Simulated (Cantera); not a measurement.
What does this Cantera script print?

```python
import numpy as np
import cantera as ct

gas_names = """
    Fe FeO Fe(OH)2 H HO2 H2 H2O H2O2 O OH O2 O3
""".split()
cond_names = """
    Fe(a) Fe(c) Fe(d) Fe(L) FeO(s) FeO(L) Fe(OH)2(s) Fe(OH)3(s) Fe2O3(s) Fe3O4(s) H2O(s) H2O(L)
""".split()


def load(file, names, dense=False):
    # The tables refer to 1 bar. Condensed volumes are neglected.
    table = {s.name: s for s in ct.Species.list_from_file(file)}
    out = []
    for n in names:
        d = dict(table[n].input_data)
        d["thermo"] = dict(d["thermo"], **{"reference-pressure": 1e5})
        if dense:
            d["equation-of-state"] = {"model": "constant-volume", "density": "1e6 g/cm^3"}
        out.append(ct.Species.from_dict(d))
    return out


gas = ct.Solution(thermo="ideal-gas", species=load("nasa_gas.yaml", gas_names))
cond = {s.name: ct.Solution(thermo="fixed-stoichiometry", species=[s], name=s.name)
        for s in load("nasa_condensed.yaml", cond_names, dense=True)}
atoms = {
    'Fe2O3': {'Fe': 2, 'O': 3},
    'H2': {'H': 2},
    'H2O': {'H': 2, 'O': 1},
}
top_T = {'Fe2O3(s)': 1830, 'Fe3O4(s)': 1870}  # K; cautious upper limits of use, not melting points


def equilibrate(T, P, feed):
    n = {}
    for name, mol in feed.items():
        for a, k in atoms[name].items():
            n[a] = n.get(a, 0.0) + k * mol
    gas.TPX = T, P, n
    mass = sum(n.values()) * gas.mean_molecular_weight
    gas.equilibrate("TP")
    valid = [c for c in cond.values() if c.min_temp <= T <= top_T.get(c.name, c.max_temp)]
    mix = ct.Mixture([(gas, mass / gas.mean_molecular_weight)] + [(c, 0.0) for c in valid])
    mix.T, mix.P = T, P
    mix.equilibrate("TP", solver="vcs", rtol=1e-11, max_steps=5000)
    return mix


results = []
T = 1698  # K
P = 560  # Pa
for m in [2.9, 6.4, 14, 32, 71, 160, 360, 790, 1800]:
    feed = {'Fe2O3': 1, 'H2': m, 'H2O': 0.035}  # mol
    mix = equilibrate(T, P, feed)
    results.append((T, P, feed, dict(zip(mix.species_names, mix.species_moles))))
    x = sorted(zip(gas.X, gas.species_names), reverse=True)
    print(f"T = {T:g} K  P = {P:g} Pa  n(H2) = {m:g} mol  gas = {mix.phase_moles(0):.4g} mol")
    print("   x: " + "  ".join(f"{s} {v:.3e}" for v, s in x if v > 0.001))
    print("   condensed (mol): " + ("  ".join(f"{mix.phase(i).name} {mix.phase_moles(i):.4g}"
          for i in range(1, mix.n_phases) if mix.phase_moles(i) > 1e-12) or "none"))
```

It prints:

```
T = 1698 K  P = 560 Pa  n(H2) = 2.9 mol  gas = 2.94 mol
   x: H2 6.446e-01  H2O 3.529e-01  H 1.551e-03
   condensed (mol): FeO(L) 1.997
T = 1698 K  P = 560 Pa  n(H2) = 6.4 mol  gas = 6.447 mol
   x: H2 6.787e-01  H2O 3.185e-01  H 1.592e-03  Fe 1.087e-03
   condensed (mol): Fe(d) 1.012  FeO(L) 0.9809
T = 1698 K  P = 560 Pa  n(H2) = 14 mol  gas = 14.06 mol
   x: H2 7.814e-01  H2O 2.158e-01  H 1.708e-03  Fe 1.087e-03
   condensed (mol): Fe(d) 1.985
T = 1698 K  P = 560 Pa  n(H2) = 32 mol  gas = 32.1 mol
   x: H2 9.025e-01  H2O 9.454e-02  H 1.836e-03  Fe 1.087e-03
   condensed (mol): Fe(d) 1.965
T = 1698 K  P = 560 Pa  n(H2) = 71 mol  gas = 71.18 mol
   x: H2 9.544e-01  H2O 4.263e-02  H 1.888e-03  Fe 1.087e-03
   condensed (mol): Fe(d) 1.923
T = 1698 K  P = 560 Pa  n(H2) = 160 mol  gas = 160.4 mol
   x: H2 9.781e-01  H2O 1.892e-02  H 1.911e-03  Fe 1.087e-03
   condensed (mol): Fe(d) 1.826
T = 1698 K  P = 560 Pa  n(H2) = 360 mol  gas = 360.8 mol
   x: H2 9.886e-01  H2O 8.412e-03  H 1.921e-03  Fe 1.087e-03
   condensed (mol): Fe(d) 1.608
T = 1698 K  P = 560 Pa  n(H2) = 790 mol  gas = 791.7 mol
   x: H2 9.932e-01  H2O 3.833e-03  H 1.926e-03  Fe 1.087e-03
   condensed (mol): Fe(d) 1.139
T = 1698 K  P = 560 Pa  n(H2) = 1800 mol  gas = 1804 mol
   x: H2 9.953e-01  H 1.928e-03  H2O 1.682e-03  Fe 1.087e-03
   condensed (mol): Fe(d) 0.03847
```

Equilibrium computed with Cantera from the NASA thermochemical tables; the gas is ideal and each condensed phase is pure. Mutual solubility and eutectic melting of coexisting phases are not modelled. The tables' stoichiometric FeO is somewhat more stable than real wüstite, so its field is too wide. FeO: taken at fixed stoichiometry.
